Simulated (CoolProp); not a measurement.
Sulfur hexafluoride at 293.15 K and 1.69 MPa is throttled through a valve to 0.433 MPa with no heat exchange. Each further row changes one setting.

Values from CoolProp's reference Helmholtz-energy equation of state, Guder 2009.

```json
[
 {"case": "as stated", "temperature change (K)": "-16.7", "final density (kg/m³)": "[?]"},
 {"case": "outlet pressure 0.13 MPa", "temperature change (K)": "[?]", "final density (kg/m³)": "8.54"},
 {"case": "outlet pressure 0.563 MPa", "temperature change (K)": "-15.1", "final density (kg/m³)": "[?]"}
]
```

Task: Fill in the missing entries.

Result: 
- as stated, final density (kg/m³): 29.4
- outlet pressure 0.13 MPa, temperature change (K): -20.5
- outlet pressure 0.563 MPa, final density (kg/m³): 38.8
